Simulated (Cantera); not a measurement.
Feed: 1 mol Nb, 0.048 mol H2O, 100 mol H2, at 1952 °C and 75.0 Torr.

These are equilibrium values from Cantera (NASA tables, ideal gas, pure condensed phases), not measurements of a reactor. Condensed phases not in the tables: N, O or C dissolved in the metal. The numbers say what is thermodynamically allowed, not how fast it happens.

| species | before | after |
|---|---|---|
| H2 | 0.979 | 0.983 |
| H | 0.0203 | 0.0161 |
| H2O | 0.000461 | 0.000467 |
| Nb(s), mol | 0.999 | 0.999 |
Gas species are given as mole fractions.

Name the change that produced these shifts.
A) temperature from 1952 °C to 2377 °C
B) pressure from 75.0 Torr to 0.0383 Torr
C) pressure from 75.0 Torr to 120 Torr
D) pressure from 75.0 Torr to 1 atm

C, pressure from 75.0 Torr to 120 Torr
